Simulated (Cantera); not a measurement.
Equilibrium for carbon deposition, reforming and gasification: C₃H₆ + O₂ + H₂ + H₂O

Feed: 1 mol C₃H₆, 1.6 mol O₂, 1.2 mol H₂, 5.2 mol H₂O, at 973.15 K and 13000 Pa.

Cantera equilibrium calculation (NASA polynomials, part measured and part estimated; ideal gas, pure solids and liquids). Candidate condensed phases: C, C₆H₆, C₇H₈, C₈H₁₈, H₂O; 110 gas species. Kinetics and transport are ignored.

```yaml
x(H₂): 0.450
x(H₂O): 0.309
x(CO₂): 0.127
x(CO): 0.115
x(CH₄): 4.55e-5
gas_amount: 12.40 mol
log10 activity of C(graphite) (absent): -1.87
```
